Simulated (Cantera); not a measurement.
A closed system holds: 1 mol Si, 0.023 mol CO₂, 2.2 mol N₂, equilibrated at 2200 K and 32.0 mbar.

Equilibrium computed with Cantera from the NASA thermochemical tables; the gas is ideal and each condensed phase is pure. Candidate condensed phases: C, Si, SiC, SiO₂, Si₂N₂O, Si₃N₄; 34 gas species. Mutual solubility and eutectic melting of coexisting phases are not modelled. The tables' values for SiN are old estimates; treat these amounts as uncertain. Rates play no part.

Base state: N₂ 0.967, Si 0.0115, SiO 0.0112, CO 0.00906, Si₂C 0.000676, Si₂N 0.000378, SiN 0.000342, Si₂ 0.000185 (mole fractions); condensed: Si(l) + SiC(s).

Question: What changes in the equilibrium state with this change: pressure from 32.0 mbar to 2.00 Pa?

Answer: 
```
species        before    after
-----------  --------  -------
N₂              0.967    0.683
Si             0.0115    0.303
SiO            0.0112  0.00715
Si₃           3.60e-5  2.56e-7
Si₂C         0.000676  5.88e-6
Si(l), mol      0.941        0
SiC(s), mol  0.000774        0
```
